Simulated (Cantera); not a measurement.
**Adiabatic ignition**

An adiabatic, constant-pressure homogeneous reactor starts with CO : H₂ : CH₄ : O₂ : N₂ : H₂O = 1 : 0.16 : 0.22 : 1.2 : 4.51 : 0.22 (molar parts), at 1725 K and 1.00 bar.

Model: GRI-Mech 3.0 (53 species, 325 reactions), integrated in Cantera.

```csv
t (s),T (K),x CO,x H₂,x CH₄,x N₂O,x CH₂O
7.00e-6,1725,0.137,0.0219,0.0301,4.44e-11,1.15e-6
2.24e-5,1726,0.137,0.0217,0.0295,5.16e-10,5.67e-5
7.19e-5,2255,0.0858,0.0138,<1e-12,1.52e-7,2.27e-10
0.000230,2623,0.0718,0.00980,<1e-12,3.41e-7,1.91e-10
0.000738,2759,0.0633,0.00797,<1e-12,6.10e-7,2.01e-10
0.00237,2754,0.0631,0.00799,<1e-12,6.69e-7,2.03e-10
0.00758,2751,0.0631,0.00801,<1e-12,7.15e-7,2.03e-10
0.0243,2751,0.0631,0.00801,<1e-12,7.17e-7,2.03e-10
0.0779,2751,0.0631,0.00801,<1e-12,7.17e-7,2.03e-10
0.250,2751,0.0631,0.00801,<1e-12,7.17e-7,2.03e-10
0.800,2751,0.0631,0.00801,<1e-12,7.17e-7,2.03e-10
```
x: mole fraction; the columns are a selection and need not sum to one.

* **time of steepest temperature rise**: 46.6 µs
* **temperature at 0.800 s**: 2751 K
* **equilibrium temperature**: 2751 K
* **x(CO) at 0.800 s**: 0.0631 (gas-phase equilibrium 0.0631)
* **x(H₂) at 0.800 s**: 0.00801 (gas-phase equilibrium 0.00801)
* **x(CH₄) at 0.800 s**: <1e-12 (gas-phase equilibrium <1e-12)
